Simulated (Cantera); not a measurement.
What does this Cantera script print?

```python
import numpy as np
import cantera as ct

gas_names = """
    C CO CO2 C2 C2O C3 C3O2 C4 C5 Cu CuO Cu2 O O2 O3
""".split()
cond_names = """
    C(gr) Cu(cr) Cu(L) CuO(s) Cu2O(s) Cu2O(L)
""".split()


def load(file, names, dense=False):
    # The tables refer to 1 bar. Condensed volumes are neglected.
    table = {s.name: s for s in ct.Species.list_from_file(file)}
    out = []
    for n in names:
        d = dict(table[n].input_data)
        d["thermo"] = dict(d["thermo"], **{"reference-pressure": 1e5})
        if dense:
            d["equation-of-state"] = {"model": "constant-volume", "density": "1e6 g/cm^3"}
        out.append(ct.Species.from_dict(d))
    return out


gas = ct.Solution(thermo="ideal-gas", species=load("nasa_gas.yaml", gas_names))
cond = {s.name: ct.Solution(thermo="fixed-stoichiometry", species=[s], name=s.name)
        for s in load("nasa_condensed.yaml", cond_names, dense=True)}
atoms = {
    'Cu': {'Cu': 1},
    'CO2': {'C': 1, 'O': 2},
    'CO': {'C': 1, 'O': 1},
}
top_T = {'C(gr)': 4500, 'CuO(s)': 1390}  # K; cautious upper limits of use, not melting points


def equilibrate(T, P, feed):
    n = {}
    for name, mol in feed.items():
        for a, k in atoms[name].items():
            n[a] = n.get(a, 0.0) + k * mol
    gas.TPX = T, P, n
    mass = sum(n.values()) * gas.mean_molecular_weight
    gas.equilibrate("TP")
    valid = [c for c in cond.values() if c.min_temp <= T <= top_T.get(c.name, c.max_temp)]
    mix = ct.Mixture([(gas, mass / gas.mean_molecular_weight)] + [(c, 0.0) for c in valid])
    mix.T, mix.P = T, P
    mix.equilibrate("TP", solver="vcs", rtol=1e-11, max_steps=5000)
    return mix


results = []
feed = {'Cu': 1, 'CO2': 0.25, 'CO': 25}  # mol
T = 1623  # K
for P in [10, 61, 370, 2200, 13000, 82000, 500000, 3000000]:
    mix = equilibrate(T, P, feed)
    results.append((T, P, feed, dict(zip(mix.species_names, mix.species_moles))))

top = {s: max(r[3][s] / sum(r[3][g] for g in gas_names) for r in results) for s in gas_names}
cols = sorted((s for s in top if top[s] > 1e-06), key=lambda s: -top[s])[:8]
seen = [c for c in cond_names if any(r[3].get(c, 0) > 1e-12 for r in results)]
print("log10 of partial pressures in bar; condensed amounts in mol")
print(f"{'P/Pa':>10s}" + "".join(f"{s[:9]:>10s}" for s in cols + seen))
for T, P, feed, n in results:
    ng = sum(n[g] for g in gas_names)
    print(f"{P:10.4g}" + "".join(f"{np.log10(max(n[s] / ng * P / 1e5, 1e-99)):10.3f}" for s in cols)
          + "".join(f"{n.get(c, 0):10.4g}" for c in seen))
```

It prints:

```
log10 of partial pressures in bar; condensed amounts in mol
      P/Pa        CO        Cu       CO2       Cu2     Cu(L)
        10    -4.021    -5.419    -6.021    -9.673         0
        61    -3.236    -4.634    -5.236    -8.103         0
       370    -2.443    -4.255    -4.443    -7.346    0.6146
      2200    -1.663    -4.255    -3.663    -7.346     0.936
   1.3e+04    -0.891    -4.255    -2.891    -7.346    0.9892
   8.2e+04    -0.091    -4.255    -2.091    -7.346    0.9983
     5e+05     0.695    -4.255    -1.305    -7.346    0.9997
     3e+06     1.473    -4.255    -0.527    -7.346         1
```

Cantera equilibrium calculation (NASA polynomials, part measured and part estimated; ideal gas, pure solids and liquids).
